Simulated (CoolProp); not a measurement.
Octamethylcyclotetrasiloxane (D4) along the isobar 1.64 MPa: density (kg/m³) from the reference equation and from simpler models built on Tc = 313.4 °C, pc = 1.347 MPa, ω = 0.598; each cubic takes its own stable root.

Computed with CoolProp (reference Helmholtz-energy equation of state, Thol 2015).

```
T (°C)          phase  reference
------  -------------  ---------
135.05         liquid      825.2
154.35         liquid      801.1
173.55         liquid      776.2
192.85         liquid      750.0
212.05         liquid      722.4
231.35         liquid      692.4
250.55         liquid      659.5
269.85         liquid      621.5
289.05         liquid      574.9
308.35         liquid      506.8
327.55  supercritical      300.4
346.85  supercritical      175.4
```

Task: How far does each simpler model (van der Waals, Soave-Redlich-Kwong, Peng-Robinson) lie from the reference over these 12 states: mean and median of the absolute difference, and the worst?

Result: 
- van der Waals: mean 34.4 %, median 39.0 %, worst -40.9 % at 135.05 °C and 1.64 MPa
- Soave-Redlich-Kwong: mean 10.8 %, median 9.5 %, worst -18.7 % at 308.35 °C and 1.64 MPa
- Peng-Robinson: mean 3.3 %, median 3.0 %, worst -9.7 % at 308.35 °C and 1.64 MPa
